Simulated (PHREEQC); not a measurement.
Consider water at 20 °C with 5.61 mmol/kgw NH4BF4. Closed to the air; pH follows from the charge balance.

Computed with PHREEQC (ion-association model, phreeqc.dat).

Precipitation was switched off in this run.

Problem. What pH, ionic strength does the model give?

Solution. pH 2.98; ionic strength 0.00674 mol/kgw.

Problem. In which forms is B present?

Solution. BF4- 70 %, H3BO3 19 %, BF3OH- 8.3 %, BF2(OH)2- 3.3 % of the B.

Species that the database lacks are ignored. Real BF4- forms and hydrolyses slowly; the run takes it at equilibrium.
